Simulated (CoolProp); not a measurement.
Vapour-liquid equilibrium of methane (1) + ethane (2) at 3.06 bar; x and y are mole fractions of (1).

Model: multi-fluid Helmholtz-energy mixture model, Setzmann 1991 and Bücker 2006; pair parameters Kunz 2012, in CoolProp.

| x | bubble temperature, mixture model (K) | bubble temperature, Raoult's law (K) | y, mixture model | y, Raoult's law |
|---|---|---|---|---|
| 0.05 | 186.8 | 186.2 | 0.624 | 0.656 |
| 0.15 | 161.8 | 164.2 | 0.924 | 0.920 |
| 0.25 | 150.1 | 153.0 | 0.972 | 0.970 |
| 0.35 | 143.5 | 146.0 | 0.986 | 0.986 |
| 0.45 | 139.1 | 141.0 | 0.992 | 0.992 |
| 0.55 | 135.9 | 137.2 | 0.995 | 0.996 |
| 0.65 | 133.5 | 134.2 | 0.997 | 0.998 |
| 0.75 | 131.4 | 131.8 | 0.998 | 0.999 |
| 0.85 | 129.6 | 129.7 | 0.999 | 0.999 |
| 0.95 | 127.9 | 127.8 | 1.000 | 1.000 |

The largest gap from Raoult's law is -2.9 K in bubble temperature, at x = 0.25. No azeotrope shows between x = 0.05 and 0.95.

Pair parameters are fitted to limited data, so mixtures are less certain than the pure fluids. The gap from Raoult's law changes sign with composition, which may be real or a fault of the pair parameters; it wasn't checked against measurements.
